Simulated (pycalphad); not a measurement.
CALPHAD calculation (pycalphad, COST 507 light-alloy database (1999)), 1 atm. The data set is of 1999 and partly superseded. Amounts are mole fractions of atoms.

Q: Give the equilibrium state of Si-57.9Sn (at.%) at 550 K.

A: 
```
T = 550.00 K, P = 101325 Pa, N = 1 mol of atoms
G = -23178 J/mol, H = 10656 J/mol, S = 61.52 J/(mol K)  (SER reference)
chemical potentials (J/mol): Si -12177, Sn -31177
phase             fraction      x(Si)      x(Sn)
LIQUID              0.5790   1.68e-06     1.0000
DIAMOND_A4          0.4210     1.0000   2.48e-07
```

DIAMOND_A4 is diamond (Si).
